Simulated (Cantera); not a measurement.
# Catalytic combustion on Pt

An isothermal plug-flow reactor at 750 K and 760 Torr (inlet), inlet velocity 0.12 m/s, active area per volume 1900 1/m; feed CH4 : O2 : N2 = 0.039 : 0.012 : 0.79 (molar parts), equivalence ratio 6.5.

Model: Deutschmann's 1995 Pt surface mechanism with GRI-Mech 3.0 gas chemistry, integrated in Cantera. Catalytic surfaces can have several steady states; this one follows from the mechanism file's or the stated starting coverage. Mass transfer to the wall is taken as infinitely fast.

| z (m) | x CH4 | x O2 | x H2O | x CO2 | x CO | θ free Pt | θ CO* | θ C* |
|---|---|---|---|---|---|---|---|---|
| 8.9e-05 | 0.0432 | 0.00953 | 0.00624 | 6.44e-5 | 0.00306 | 0.115 | 0.460 | 0.424 |
| 0.00017 | 0.0425 | 0.00854 | 0.00756 | 6.49e-5 | 0.00372 | 0.0851 | 0.301 | 0.614 |
| 0.00033 | 0.0419 | 0.00761 | 0.00879 | 6.52e-5 | 0.00434 | 0.0616 | 0.182 | 0.756 |
| 0.00064 | 0.0413 | 0.00677 | 0.00990 | 6.53e-5 | 0.00491 | 0.0444 | 0.106 | 0.849 |
| 0.0012 | 0.0408 | 0.00605 | 0.0108 | 6.53e-5 | 0.00539 | 0.0325 | 0.0623 | 0.905 |
| 0.0024 | 0.0403 | 0.00535 | 0.0118 | 6.53e-5 | 0.00587 | 0.0231 | 0.0340 | 0.942 |
| 0.0046 | 0.0399 | 0.00476 | 0.0125 | 6.53e-5 | 0.00627 | 0.0168 | 0.0192 | 0.964 |
| 0.0089 | 0.0395 | 0.00422 | 0.0132 | 6.53e-5 | 0.00665 | 0.0122 | 0.0107 | 0.977 |
x: gas mole fraction; θ: surface coverage.
